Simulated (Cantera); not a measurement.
## Hydrocarbon pyrolysis for carbon deposition

An isothermal, constant-pressure homogeneous reactor starts with CH4 : N2 : H2O = 1 : 46 : 0.71 (molar parts), at 1450 K and 13300 Pa.

Detailed kinetics in Cantera: GRI-Mech 3.0 (53 species, 325 reactions). GRI-Mech 3.0 stops at C3 and has no aromatics, soot or wall deposition, so with more carbon than oxygen in the feed, carbon stays in small species such as C2H2 where larger ones or solid carbon would form.

```tsv
t (s)	x CH4	x CH2	x C2H4	x C2H	x C2H6
7.00e-6	0.0210	<1e-12	<1e-12	<1e-12	<1e-12
2.23e-5	0.0210	<1e-12	<1e-12	<1e-12	<1e-12
7.13e-5	0.0210	<1e-12	<1e-12	<1e-12	<1e-12
0.000228	0.0210	<1e-12	<1e-12	<1e-12	1.40e-12
0.000727	0.0210	<1e-12	1.93e-11	<1e-12	4.95e-11
0.00232	0.0210	4.46e-12	6.69e-10	<1e-12	1.60e-9
0.00741	0.0210	4.09e-11	2.17e-8	<1e-12	4.55e-8
0.0237	0.0209	3.25e-10	6.13e-7	<1e-12	9.08e-7
0.0756	0.0209	1.74e-9	1.22e-5	<1e-12	8.07e-6
0.241	0.0205	5.80e-9	0.000144	7.07e-12	3.08e-5
0.770	0.0186	6.29e-9	0.000407	1.51e-10	2.99e-5
2.46	0.0150	3.92e-9	0.000182	4.90e-10	1.34e-5
7.85	0.00964	2.45e-9	6.05e-5	9.14e-10	4.71e-6
25.1	0.00432	1.43e-9	2.32e-5	1.42e-9	1.02e-6
80.0	0.00181	7.88e-10	1.83e-5	1.63e-9	1.99e-7
```
x: mole fraction; the columns are a selection and need not sum to one.

Equilibrium at this temperature and pressure: CH4 2.84e-5, CH2 5.80e-12, C2H4 4.85e-7, C2H 2.32e-11, C2H6 4.29e-11 (gas phase only).
